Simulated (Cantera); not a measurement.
Cantera with NASA thermochemical tables; ideal gases at 1 bar, condensed phases pure. Values are per mole of reaction as written; species without (g) are pure solids or liquids, kept so even where they would boil at 1 bar. TaC: taken at fixed stoichiometry.

Problem. Between 473 and 848 K, where is each reaction favourable under standard conditions?
- 8 Ta + 10 NO2(g) → 4 Ta2O5 + 5 N2(g)
- TaO2(g) + 3 C → 2 CO(g) + TaC

Solution. 
- 8 Ta + 10 NO2(g) → 4 Ta2O5 + 5 N2(g): ΔG° is -7962 kJ at 473 K and -7548 kJ at 848 K; it stays negative (K > 1). ΔH° is -8455 kJ and ΔS° -1070 J/K at 848 K.
- TaO2(g) + 3 C → 2 CO(g) + TaC: ΔG° is -232 kJ at 473 K and -288 kJ at 848 K; it stays negative (K > 1). ΔH° is -160 kJ and ΔS° 151 J/K at 848 K.
